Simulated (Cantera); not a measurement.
An adiabatic, constant-volume homogeneous reactor starts with CH4 : O2 : N2 = 1 : 0.952 : 3.58 (molar parts), equivalence ratio 2.1, at 1725 K and 1.00 bar.

Model: GRI-Mech 3.0 (53 species, 325 reactions), integrated in Cantera.

Question: Predict: time of steepest temperature rise; temperature at 1.00 s; equilibrium temperature; x(O2) at 1.00 s; x(O) at 1.00 s; x(NO) at 1.00 s; x(HO2) at 1.00 s.

Answer: 
| Item | Value |
|---|---|
| time of steepest temperature rise | 0.201 ms |
| temperature at 1.00 s | 2827 K |
| equilibrium temperature | 2827 K |
| x(O2) at 1.00 s | 0.000140 (gas-phase equilibrium 0.000140) |
| x(O) at 1.00 s | 0.000511 (gas-phase equilibrium 0.000511) |
| x(NO) at 1.00 s | 0.000816 (gas-phase equilibrium 0.000816) |
| x(HO2) at 1.00 s | 1.60e-7 (gas-phase equilibrium 1.60e-7) |
